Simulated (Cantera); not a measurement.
**Thermodynamics of iron carbonyl, mercury and lead vapours, feed Fe(CO)5 + H2 + N2 + CO**

Feed: 1 mol Fe(CO)5, 2.1 mol H2, 73 mol N2, 1.5 mol CO, equilibrated at 1700 Pa.

Method: chemical equilibrium by Gibbs-energy minimisation in Cantera with the NASA 1993 tables (ideal gas, pure condensed phases). Candidate condensed phases: C, C6H6, C7H8, C8H18, Fe, Fe(CO)5, FeO, Fe(OH)2, Fe(OH)3, Fe2O3, Fe3O4, H2O; 140 gas species. Condensed phases not in the tables: cementite and carbon dissolved in iron. Kinetics and transport are ignored.

```tsv
T (°C)	x N2	x CO	x H2	x CO2	x H2O	x HCN	x H	x CH4	n C(graphite)	n Fe(α)	n Fe(γ)
777	0.895	0.0796	0.0257	2.30e-5	6.32e-6	1.69e-6	9.98e-9	6.44e-7	0.00220	1.00	0
802	0.895	0.0796	0.0257	1.46e-5	4.40e-6	2.40e-6	1.81e-8	5.08e-7	0.00132	1.00	0
827	0.895	0.0796	0.0257	9.52e-6	3.12e-6	3.37e-6	3.18e-8	4.04e-7	0.000722	1.00	0
852	0.895	0.0796	0.0257	6.30e-6	2.24e-6	4.66e-6	5.47e-8	3.25e-7	0	1.00	0
877	0.895	0.0796	0.0257	4.51e-6	1.73e-6	5.98e-6	9.18e-8	2.48e-7	0	1.00	0
902	0.895	0.0796	0.0257	4.26e-6	1.76e-6	5.84e-6	1.51e-7	1.48e-7	0	1.00	0
927	0.895	0.0796	0.0257	4.04e-6	1.79e-6	5.71e-6	2.43e-7	8.98e-8	0	0	1.00
952	0.895	0.0796	0.0257	3.84e-6	1.82e-6	5.57e-6	3.83e-7	5.56e-8	0	0	1.000
977	0.895	0.0796	0.0257	3.67e-6	1.85e-6	5.45e-6	5.95e-7	3.50e-8	0	0	1.000
1002	0.895	0.0796	0.0257	3.51e-6	1.88e-6	5.33e-6	9.07e-7	2.25e-8	0	0	1.000
1027	0.895	0.0796	0.0257	3.36e-6	1.91e-6	5.22e-6	1.36e-6	1.47e-8	0	0	1.000
```
x: gas mole fraction; n: condensed amount in mol.

From 777 °C to 827 °C the condensed part is C(graphite) + Fe(α). From 852 °C to 902 °C the condensed part is Fe(α). From 927 °C to 1027 °C the condensed part is Fe(γ).
